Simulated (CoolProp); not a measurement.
Toluene along the isobar 1870 kPa: fugacity coefficient from the reference equation and from simpler models built on Tc = 318.6 °C, pc = 4126 kPa, ω = 0.266; each cubic takes its own stable root.

Values from CoolProp's reference Helmholtz-energy equation of state, Lemmon 2006. It is a short technical equation, of lower accuracy than the large ones.

| T (°C) | phase | reference |
|---|---|---|
| 245.15 | liquid | 0.6628 |
| 253.65 | liquid | 0.7305 |
| 262.05 | gas | 0.7713 |
| 270.55 | gas | 0.7838 |
| 279.05 | gas | 0.7952 |
| 287.55 | gas | 0.8057 |
| 295.95 | gas | 0.8154 |
| 304.45 | gas | 0.8245 |
| 312.95 | gas | 0.8330 |
| 321.45 | gas | 0.8409 |
| 329.85 | gas | 0.8482 |
| 338.35 | gas | 0.8552 |
| 346.85 | gas | 0.8618 |

How far does each simpler model (Redlich-Kwong, Soave-Redlich-Kwong, Peng-Robinson) lie from the reference over these 13 states: mean and median of the absolute difference, and the worst?


- Redlich-Kwong: mean 3.5 %, median 1.9 %, worst +17.4 % at 245.15 °C and 1870 kPa
- Soave-Redlich-Kwong: mean 1.9 %, median 1.6 %, worst +3.9 % at 245.15 °C and 1870 kPa
- Peng-Robinson: mean 0.4 %, median 0.4 %, worst +1.2 % at 245.15 °C and 1870 kPa

At some of these states Redlich-Kwong gives the other phase, because its saturation line lies elsewhere.
